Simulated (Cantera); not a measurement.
A Cantera script and its output.

```python
import numpy as np
import cantera as ct

gas = ct.Solution("h2o2.yaml")
gas.TPX = 1725, 1000000, {'H2': 1, 'O2': 1.25, 'N2': 9.12, 'H2O': 1.3}
reactor = ct.IdealGasReactor(gas, energy="on", clone=False)
net = ct.ReactorNet([reactor])
net.rtol, net.atol = 1e-08, 1e-16
show = ['H2', 'O2', 'H2O', 'H2O2', 'H']
times = np.geomspace(3e-06, 1, 16)

steps = ct.SolutionArray(gas, extra=["t"])
rows = []
print(f"{'t/s':>10s}{'T/K':>9s}{'P/Pa':>11s}" + "".join(f"{s:>11s}" for s in show))
for t in times:
    while net.time < t:
        t_next = net.step()
        steps.append(gas.state, t=t_next)
    rows.append([np.interp(t, steps.t, y) for y in (steps.T, steps.P, *steps(*show).X.T)])
    print(f"{t:10.3e}{rows[-1][0]:9.1f}{rows[-1][1]:11.4g}" + "".join(f"{x:11.3e}" for x in rows[-1][2:]))
rate = np.gradient(steps.T, steps.t)
print("integrator steps:", len(steps.t))
if steps.T.max() > steps.T[0] + 200:
    print(f"time of steepest temperature rise: {steps.t[rate.argmax()]:.4e} s")
gas.TPX = 1725, 1000000, {'H2': 1, 'O2': 1.25, 'N2': 9.12, 'H2O': 1.3}
gas.equilibrate("UV")
print(f"equilibrium (UV): T = {gas.T:.1f} K  " + "  ".join(f"{s} {gas[s].X[0]:.3e}" for s in show))
```

Output:

```
       t/s      T/K       P/Pa         H2         O2        H2O       H2O2          H
 3.000e-06   2232.5  1.254e+06  4.742e-03  5.943e-02  1.761e-01  1.674e-06  1.928e-03
 7.003e-06   2328.7    1.3e+06  1.028e-03  6.018e-02  1.845e-01  9.006e-07  1.881e-04
 1.635e-05   2342.4  1.307e+06  5.685e-04  6.046e-02  1.858e-01  8.143e-07  8.161e-05
 3.817e-05   2342.8  1.307e+06  5.552e-04  6.047e-02  1.858e-01  8.125e-07  7.902e-05
 8.910e-05   2342.8  1.307e+06  5.552e-04  6.047e-02  1.858e-01  8.125e-07  7.902e-05
 2.080e-04   2342.8  1.307e+06  5.552e-04  6.047e-02  1.858e-01  8.125e-07  7.902e-05
 4.856e-04   2342.8  1.307e+06  5.552e-04  6.047e-02  1.858e-01  8.125e-07  7.902e-05
 1.134e-03   2342.8  1.307e+06  5.552e-04  6.047e-02  1.858e-01  8.125e-07  7.902e-05
 2.646e-03   2342.8  1.307e+06  5.552e-04  6.047e-02  1.858e-01  8.125e-07  7.902e-05
 6.178e-03   2342.8  1.307e+06  5.552e-04  6.047e-02  1.858e-01  8.125e-07  7.902e-05
 1.442e-02   2342.8  1.307e+06  5.552e-04  6.047e-02  1.858e-01  8.125e-07  7.902e-05
 3.367e-02   2342.8  1.307e+06  5.552e-04  6.047e-02  1.858e-01  8.125e-07  7.902e-05
 7.860e-02   2342.8  1.307e+06  5.552e-04  6.047e-02  1.858e-01  8.125e-07  7.902e-05
 1.835e-01   2342.8  1.307e+06  5.552e-04  6.047e-02  1.858e-01  8.125e-07  7.902e-05
 4.284e-01   2342.8  1.307e+06  5.552e-04  6.047e-02  1.858e-01  8.125e-07  7.902e-05
 1.000e+00   2342.8  1.307e+06  5.552e-04  6.047e-02  1.858e-01  8.125e-07  7.902e-05
integrator steps: 922
time of steepest temperature rise: 1.6441e-06 s
equilibrium (UV): T = 2342.8 K  H2 5.552e-04  O2 6.047e-02  H2O 1.858e-01  H2O2 8.125e-07  H 7.902e-05
```

Detailed kinetics in Cantera: the H2/O2 subset of GRI-Mech 3.0, which has no nitrogen chemistry. The hydrogen kinetics of GRI-Mech 3.0 are dated; newer H2 mechanisms differ, most at raised pressure.
